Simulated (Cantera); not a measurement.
**Stirred combustor or abatement burner**

A perfectly stirred reactor is fed with 1.77 % CH4, 1.63 % C2H6, 1.20 % C3H8, 20.0 % O2, 75.4 % N2, at 12.8 atm; it is adiabatic with a 800 K inlet, and is followed from long to short residence time, starting on the burning branch (τ in s: 0.026, 0.015, 0.0088, 0.0051, 0.0029, 0.0017, 0.00096, 0.00055, 0.00032, 0.00018, 0.00011, 6.1e-05).

Cantera simulation using GRI-Mech 3.0 (53 species, 325 reactions); the numbers are that mechanism's predictions, not measurements. GRI-Mech 3.0 was tuned for natural gas; its chemistry of propane as a main component is partial and can be far from experiment. The pressure lies above the range GRI-Mech 3.0 was tuned for (to about 10 atm).

```json
[
 {"τ (s)": "0.026", "T (K)": "2339", "x CH4": "2.80e-7", "x C2H6": "2.92e-8", "x C3H8": "2.63e-8", "x H2O": "0.127", "x CO": "0.00168", "x HO2": "6.15e-6", "x O2": "0.0443"},
 {"τ (s)": "0.015", "T (K)": "2340", "x CH4": "4.76e-7", "x C2H6": "4.99e-8", "x C3H8": "4.50e-8", "x H2O": "0.127", "x CO": "0.00173", "x HO2": "6.26e-6", "x O2": "0.0447"},
 {"τ (s)": "0.0088", "T (K)": "2341", "x CH4": "7.93e-7", "x C2H6": "8.40e-8", "x C3H8": "7.56e-8", "x H2O": "0.127", "x CO": "0.00180", "x HO2": "6.39e-6", "x O2": "0.0452"},
 {"τ (s)": "0.0051", "T (K)": "2341", "x CH4": "1.33e-6", "x C2H6": "1.43e-7", "x C3H8": "1.29e-7", "x H2O": "0.127", "x CO": "0.00191", "x HO2": "6.56e-6", "x O2": "0.0456"},
 {"τ (s)": "0.0029", "T (K)": "2340", "x CH4": "2.25e-6", "x C2H6": "2.48e-7", "x C3H8": "2.22e-7", "x H2O": "0.127", "x CO": "0.00211", "x HO2": "6.79e-6", "x O2": "0.0460"},
 {"τ (s)": "0.0017", "T (K)": "2338", "x CH4": "3.63e-6", "x C2H6": "4.15e-7", "x C3H8": "3.69e-7", "x H2O": "0.127", "x CO": "0.00240", "x HO2": "7.12e-6", "x O2": "0.0463"},
 {"τ (s)": "0.00096", "T (K)": "2333", "x CH4": "5.93e-6", "x C2H6": "7.16e-7", "x C3H8": "6.28e-7", "x H2O": "0.127", "x CO": "0.00289", "x HO2": "7.69e-6", "x O2": "0.0467"},
 {"τ (s)": "0.00055", "T (K)": "2325", "x CH4": "9.32e-6", "x C2H6": "1.21e-6", "x C3H8": "1.04e-6", "x H2O": "0.126", "x CO": "0.00363", "x HO2": "8.61e-6", "x O2": "0.0471"},
 {"τ (s)": "0.00032", "T (K)": "2314", "x CH4": "1.41e-5", "x C2H6": "1.98e-6", "x C3H8": "1.67e-6", "x H2O": "0.126", "x CO": "0.00468", "x HO2": "1.01e-5", "x O2": "0.0477"},
 {"τ (s)": "0.00018", "T (K)": "2296", "x CH4": "2.16e-5", "x C2H6": "3.32e-6", "x C3H8": "2.71e-6", "x H2O": "0.125", "x CO": "0.00626", "x HO2": "1.25e-5", "x O2": "0.0485"},
 {"τ (s)": "0.00011", "T (K)": "2277", "x CH4": "3.12e-5", "x C2H6": "5.15e-6", "x C3H8": "4.06e-6", "x H2O": "0.124", "x CO": "0.00806", "x HO2": "1.58e-5", "x O2": "0.0494"},
 {"τ (s)": "6.1e-5", "T (K)": "2246", "x CH4": "4.91e-5", "x C2H6": "8.72e-6", "x C3H8": "6.58e-6", "x H2O": "0.123", "x CO": "0.0109", "x HO2": "2.18e-5", "x O2": "0.0510"}
]
```
x: mole fraction; the columns are a selection and need not sum to one.
